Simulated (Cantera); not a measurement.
A freely propagating, adiabatic, planar premixed flame of CH4 : C2H6 : C3H8 : O2 : N2 : H2O = 1 : 0.97 : 0.042 : 3.74 : 9.72 : 2.3 (molar parts), equivalence ratio 1.5, unburnt at 425 K and 0.987 atm; mixture-averaged transport, grid criteria slope 0.08 and curve 0.16, no radiation.

Computed with Cantera and GRI-Mech 3.0 (53 species, 325 reactions). Burning velocities carry a grid error of a few per cent, more on coarse grids.

**Question.** How do the results move with these cheaper or finer settings: unity-Lewis-number transport; multicomponent transport; multicomponent+Soret transport; grid criteria slope 0.5, curve 1; grid criteria slope 0.25, curve 0.5; grid criteria slope 0.03, curve 0.06?

**Answer.** 
| setting | laminar burning velocity | thermal thickness | peak x(CH2) | peak x(CH2O) | grid points |
|---|---|---|---|---|---|
| as above | 42.8 cm/s | 0.563 mm | 6.57e-5 | 0.00204 | 147 |
| unity-Lewis-number transport | 32.9 cm/s | 0.657 mm | 6.34e-5 | 0.00140 | 143 |
| multicomponent transport | 43.2 cm/s | 0.573 mm | 6.59e-5 | 0.00206 | 147 |
| multicomponent+Soret transport | 43.6 cm/s | 0.558 mm | 6.76e-5 | 0.00213 | 148 |
| grid criteria slope 0.5, curve 1 | 45.1 cm/s | 0.647 mm | 6.26e-5 | 0.00208 | 31 |
| grid criteria slope 0.25, curve 0.5 | 44.0 cm/s | 0.585 mm | 6.55e-5 | 0.00203 | 57 |
| grid criteria slope 0.03, curve 0.06 | 42.8 cm/s | 0.552 mm | 6.66e-5 | 0.00205 | 342 |
The base run took around 9 core-seconds (rough).
Unity Lewis numbers drop preferential diffusion, which matters most where H2 and H carry the flame; Soret adds thermal diffusion.
